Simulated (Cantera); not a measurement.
A closed system holds: 1 mol C₃H₆, 2 mol CO₂, 9.1 mol N₂, at 12.0 Pa.

Cantera equilibrium calculation (NASA polynomials, part measured and part estimated; ideal gas, pure solids and liquids). Candidate condensed phases: C, C₆H₆, C₇H₈, C₈H₁₈, H₂O; 136 gas species. The numbers say what is thermodynamically allowed, not how fast it happens.

Question: At 2100 °C, list the 7 most abundant gas species with their mole fractions, and the condensed phases.

Answer: N₂ 0.490, H 0.245, CO 0.218, H₂ 0.0368, HCN 0.00681, CN 0.00217, HNC 0.000683. Condensed: C(graphite).
